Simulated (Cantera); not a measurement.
Charge: 1 mol SiH2Cl2, 0.019 mol HCl, 99 mol H2, 0.0076 mol C2H2, equilibrated at 44.0 mbar.

Method: chemical equilibrium by Gibbs-energy minimisation in Cantera with the NASA 1993 tables (ideal gas, pure condensed phases). Candidate condensed phases: C, C6H6, C7H8, C8H18, Si, SiC; 109 gas species. Mutual solubility and eutectic melting of coexisting phases are not modelled. The numbers say what is thermodynamically allowed, not how fast it happens.

Over these rows the condensed part is Si(s) + SiC(s). Partial pressures as log10 of bar:

```
T (K)  1000/T (1/K)  log p SiCl4  log p H2  log p HCl
-----  ------------  -----------  --------  ---------
998          1.0020        -4.15     -1.36      -3.39
1048         0.9542        -4.35     -1.36      -3.27
1098         0.9107        -4.64     -1.36      -3.18
1148         0.8711        -5.03     -1.36      -3.13
1198         0.8347        -5.47     -1.36      -3.11
1248         0.8013            ?     -1.36      -3.10
```

**Question.** Fit log p(SiCl4) = a + b·(1000/T) to the five rows, give the apparent enthalpy, and predict the row at 1248 K.

**Answer.** Means: 1000/T = 0.9145, log p = -4.728. Sxy = 0.137566, Sxx = 0.0174984, so b = 7.86 and a = -4.728 − (7.86)×0.9145 = -11.92.
Apparent enthalpy: −19.145 × (7.86) = -150 kJ/mol. With the condensed phases at unit activity, Si(s) + 4 HCl(g) = SiCl4(g) + 2 H2(g) links this pressure to the main gases: over the six rows their terms move log p by +1.16 in all, so the slope isn't that reaction's ΔH° alone. The five rows lie within 0.12 of the line; that is curvature, so one enthalpy describes this range poorly.
Prediction at 1248 K: -11.92 + (7.86)×0.8013 = -5.62. The computed value is -5.93, 0.31 from the line.
